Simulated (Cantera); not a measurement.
A perfectly stirred reactor is fed with CH₄ : C₂H₆ : O₂ : N₂ = 1 : 1.1 : 9 : 33.8 (molar parts), equivalence ratio 0.65, at 6980 Torr; it is adiabatic with a 500 K inlet, and is followed from long to short residence time, starting on the burning branch (τ in s: 0.025, 0.012, 0.0056, 0.0026, 0.0012, 0.00058, 0.00027, 0.00013, 6e-05, 2.8e-05, 1.3e-05).

Computed with Cantera and GRI-Mech 3.0 (53 species, 325 reactions).

Q: Predict: blow-out, bracketed by the residence times tried; x(CH₄) at τ = 25.0 ms; x(C₂H₆) at τ = 25.0 ms; x(O₂) at τ = 25.0 ms; x(CH₂) at τ = 25.0 ms; x(NO) at τ = 25.0 ms; x(CH₄) at τ = 0.580 ms; x(C₂H₆) at τ = 0.580 ms; x(O₂) at τ = 0.580 ms; x(CH₂) at τ = 0.580 ms; x(NO) at τ = 0.580 ms.

A: 
```
Quantity                                                                      Result
------------------------------------------------  ----------------------------------
blow-out, bracketed by the residence times tried  burning at 60.0 µs, out at 28.0 µs
x(CH₄) at τ = 25.0 ms                                                        2.79e-6
x(C₂H₆) at τ = 25.0 ms                                                       5.35e-7
x(O₂) at τ = 25.0 ms                                                          0.0692
x(CH₂) at τ = 25.0 ms                                                        1.73e-8
x(NO) at τ = 25.0 ms                                                         4.92e-5
x(CH₄) at τ = 0.580 ms                                                       4.06e-5
x(C₂H₆) at τ = 0.580 ms                                                      1.06e-5
x(O₂) at τ = 0.580 ms                                                         0.0704
x(CH₂) at τ = 0.580 ms                                                       5.05e-7
x(NO) at τ = 0.580 ms                                                        1.58e-5
```
